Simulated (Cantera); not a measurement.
Equilibrium for abatement and gas-phase synthesis: SO2 + O2 + H2

Feed: 1 mol SO2, 0.19 mol O2, a varied amount of H2, at 2350 °C and 0.780 bar.

Method: chemical equilibrium by Gibbs-energy minimisation in Cantera with the NASA 1993 tables (ideal gas, pure condensed phases). Candidate condensed phases: H2O, H2SO4, S; 19 gas species. The numbers say what is thermodynamically allowed, not how fast it happens.

From 0.24 mol H2 to 6.1 mol H2 nothing is condensed.

| n(H2) (mol) | x SO2 | x H2 | x H2O | x SO | x O2 | x H | x S2 | x SH | x OH | x S | x H2S |
|---|---|---|---|---|---|---|---|---|---|---|---|
| 0.24 | 0.703 | 0.00733 | 0.157 | 0.0343 | 0.0650 | 0.00408 | 2.42e-5 | 8.62e-5 | 0.0208 | 0.000400 | 5.17e-6 |
| 0.42 | 0.622 | 0.0207 | 0.250 | 0.0539 | 0.0206 | 0.00687 | 0.000189 | 0.000405 | 0.0196 | 0.00112 | 4.09e-5 |
| 0.71 | 0.463 | 0.0664 | 0.328 | 0.0980 | 0.00345 | 0.0123 | 0.00373 | 0.00322 | 0.0144 | 0.00496 | 0.000582 |
| 1.2 | 0.289 | 0.142 | 0.385 | 0.112 | 0.00103 | 0.0180 | 0.0163 | 0.00984 | 0.0115 | 0.0104 | 0.00260 |
| 2.1 | 0.139 | 0.256 | 0.410 | 0.0909 | 0.000362 | 0.0241 | 0.0306 | 0.0181 | 0.00916 | 0.0142 | 0.00641 |
| 3.6 | 0.0501 | 0.399 | 0.373 | 0.0562 | 0.000123 | 0.0301 | 0.0343 | 0.0239 | 0.00667 | 0.0150 | 0.0106 |
| 6.1 | 0.0135 | 0.555 | 0.287 | 0.0273 | 3.77e-5 | 0.0355 | 0.0265 | 0.0248 | 0.00435 | 0.0132 | 0.0129 |
x: gas mole fraction; nothing condenses.
